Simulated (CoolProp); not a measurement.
Vapour-liquid equilibrium of R134a (1) + R124 (2) at 217.6 K; x and y are mole fractions of (1).

Computed with CoolProp (multi-fluid Helmholtz-energy mixture model, Tillner-Roth 1994 and de Vries 1995; pair parameters Bell 2016).

### Question
Give the bubble pressure and the first vapour's composition at x = 0.25, 0.35, 0.65. Is there an azeotrope?

### Answer
x = 0.25: 0.01405 MPa, y = 0.433; x = 0.35: 0.01526 MPa, y = 0.541; x = 0.65: 0.01831 MPa, y = 0.776. No azeotrope shows between x = 0.05 and 0.95.

The pair parameters rest on a limited set of measurements; away from them the model extrapolates.
